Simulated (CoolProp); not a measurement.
Saturation properties of hydrogen chloride.

Model: reference Helmholtz-energy equation of state, Thol 2018, in CoolProp.

| T (K) | p (MPa) | enthalpy of vaporisation (kJ/kg) | liquid cp (kJ/(kg K)) |
|---|---|---|---|
| 222.4 | 0.5114 | 402.4 | 1.710 |
| 224.9 | 0.5638 | 398.9 | 1.717 |
| 227.5 | 0.6225 | 395.2 | 1.725 |
| 230.1 | 0.6857 | 391.4 | 1.733 |
| 232.7 | 0.7536 | 387.5 | 1.742 |
| 235.3 | 0.8264 | 383.6 | 1.752 |
| 237.8 | 0.9012 | 379.7 | 1.762 |
| 240.4 | 0.9844 | 375.5 | 1.773 |
| 243 | 1.073 | 371.2 | 1.786 |
| 245.6 | 1.168 | 366.8 | 1.799 |
| 248.2 | 1.268 | 362.3 | 1.813 |
| 250.7 | 1.371 | 357.9 | 1.828 |
| 253.3 | 1.484 | 353.1 | 1.844 |

It boils at 188.2 K under 1 atm.
